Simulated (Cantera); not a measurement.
# Cu2O + H2 + N2 (hydrogen reduction and annealing atmospheres)

Input: 1 mol Cu2O, 12 mol H2, 34 mol N2, at 390 Torr.

Method: chemical equilibrium by Gibbs-energy minimisation in Cantera with the NASA 1993 tables (ideal gas, pure condensed phases). Candidate condensed phases: Cu, CuO, Cu(OH)2, Cu2O, H2O; 27 gas species. Equilibrium is a limit: real reactors are often held back by kinetics, nucleation or transport.

From 1000 K to 1200 K the condensed part is Cu(s). From 1400 K to 2000 K the condensed part is Cu(l). At 2200 K nothing is condensed.

| T (K) | x N2 | x H2 | x Cu | x H2O | x H | n Cu(s) | n Cu(l) |
|---|---|---|---|---|---|---|---|
| 1000 | 0.739 | 0.239 | 3.00e-11 | 0.0217 | 1.54e-9 | 2.00 | 0 |
| 1200 | 0.739 | 0.239 | 2.36e-8 | 0.0217 | 1.34e-7 | 2.00 | 0 |
| 1400 | 0.739 | 0.239 | 2.59e-6 | 0.0217 | 3.30e-6 | 0 | 2.00 |
| 1600 | 0.739 | 0.239 | 7.65e-5 | 0.0217 | 3.69e-5 | 0 | 2.00 |
| 1800 | 0.738 | 0.239 | 0.00104 | 0.0217 | 0.000243 | 0 | 1.95 |
| 2000 | 0.733 | 0.236 | 0.00828 | 0.0215 | 0.00110 | 0 | 1.61 |
| 2200 | 0.707 | 0.227 | 0.0410 | 0.0207 | 0.00372 | 0 | 0 |
x: gas mole fraction; n: condensed amount in mol.
